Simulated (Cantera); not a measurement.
A diamond (100) surface in a fixed gas of H2 with x(CH4) = 0.0021, x(H) = 0.00036, x(CH3) = 1.3e-05, 0.0503 atm; coverages are run to steady state.

Detailed kinetics in Cantera: the Harris–Goodwin 1993 mechanism for the reconstructed diamond (100) surface.

One state of this run: growth (µm/h) = 0.225; θ c6HH = 0.614; θ c6H* = 0.0156; θ c6*H = 0.342; θ c6** = 0.00665; θ c6HM = 0.0157. θ: site fractions in the mechanism's names (c6HH fully hydrogenated, c6H* and c6*H radical sites, c6** diradical, c6HM methylated).

### Question
Which value of T (K) does it belong to?
A. 975
B. 1225
C. 1275
D. 1325

### Answer
A, 975
